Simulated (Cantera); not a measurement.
A Cantera script and what it prints.

```python
import numpy as np
import cantera as ct

gas_names = """
    CL CLO CL2 Fe FeCL FeCL2 FeCL3 FeO Fe(OH)2 Fe2CL4 Fe2CL6 H HCL HOCL HO2 H2 H2O H2O2 O OH O2 O3
""".split()
cond_names = """
    Fe(a) Fe(c) Fe(d) Fe(L) FeCL2(s) FeCL2(L) FeCL3(s) FeCL3(L) FeO(s) FeO(L) Fe(OH)2(s) Fe(OH)3(s)
    Fe2O3(s) Fe3O4(s) H2O(s) H2O(L)
""".split()


# ... load() reads the species with a 1 bar reference pressure and builds the phases ...
atoms = {
    'Fe2O3': {'Fe': 2, 'O': 3},
    'HCl': {'H': 1, 'CL': 1},
    'H2': {'H': 2},
}
top_T = {'Fe2O3(s)': 1830, 'Fe3O4(s)': 1870}  # K; cautious upper limits of use, not melting points


# ... equilibrate(T, P, feed) seeds the gas with the atoms and calls Mixture.equilibrate('TP', solver="vcs", rtol=1e-11, max_steps=5000) ...
results = []
feed = {'Fe2O3': 1, 'HCl': 1.4, 'H2': 32}  # mol
P = 1333.22  # Pa
for T in [1100, 1150, 1200, 1250, 1300, 1350, 1400, 1450, 1500, 1550, 1600, 1650, 1700, 1750]:
    mix = equilibrate(T, P, feed)
    results.append((T, P, feed, dict(zip(mix.species_names, mix.species_moles))))

top = {s: max(r[3][s] / sum(r[3][g] for g in gas_names) for r in results) for s in gas_names}
cols = sorted((s for s in top if top[s] > 1e-05), key=lambda s: -top[s])[:8]
seen = [c for c in cond_names if any(r[3].get(c, 0) > 1e-12 for r in results)]
print("log10 of partial pressures in bar; condensed amounts in mol")
print(f"{'T/K':>10s}" + "".join(f"{s[:9]:>10s}" for s in cols + seen))
for T, P, feed, n in results:
    ng = sum(n[g] for g in gas_names)
    print(f"{T:10.4g}" + "".join(f"{np.log10(max(n[s] / ng * P / 1e5, 1e-99)):10.3f}" for s in cols)
          + "".join(f"{n.get(c, 0):10.4g}" for c in seen))
```

Output:

```
log10 of partial pressures in bar; condensed amounts in mol
       T/K        H2       H2O       HCL         H     FeCL2        Fe        CL        OH     Fe(a)     Fe(c)     Fe(d)
      1100    -1.936    -2.922    -3.264    -8.556    -5.161   -11.899    -9.931   -11.892     1.983         0         0
      1150    -1.936    -2.922    -3.266    -8.095    -5.089   -11.066    -9.480   -11.299      1.98         0         0
      1200    -1.936    -2.922    -3.268    -7.673    -5.025   -10.304    -9.066   -10.756         0     1.976         0
      1250    -1.936    -2.922    -3.270    -7.284    -4.968    -9.606    -8.686   -10.256         0     1.973         0
      1300    -1.936    -2.922    -3.272    -6.924    -4.916    -8.962    -8.334    -9.794         0      1.97         0
      1350    -1.936    -2.922    -3.274    -6.591    -4.869    -8.367    -8.008    -9.366         0     1.966         0
      1400    -1.936    -2.922    -3.277    -6.281    -4.826    -7.815    -7.706    -8.969         0     1.963         0
      1450    -1.936    -2.922    -3.279    -5.992    -4.787    -7.302    -7.424    -8.598         0     1.959         0
      1500    -1.936    -2.922    -3.281    -5.722    -4.751    -6.824    -7.161    -8.253         0     1.955         0
      1550    -1.936    -2.922    -3.284    -5.470    -4.719    -6.378    -6.915    -7.929         0     1.951         0
      1600    -1.936    -2.922    -3.286    -5.233    -4.689    -5.960    -6.685    -7.626         0     1.946         0
      1650    -1.936    -2.922    -3.289    -5.010    -4.662    -5.568    -6.468    -7.341         0     1.939         0
      1700    -1.936    -2.922    -3.291    -4.800    -4.637    -5.201    -6.264    -7.072         0         0     1.926
      1750    -1.937    -2.923    -3.294    -4.602    -4.615    -4.856    -6.072    -6.820         0         0     1.904
```

Equilibrium computed with Cantera from the NASA thermochemical tables; the gas is ideal and each condensed phase is pure.
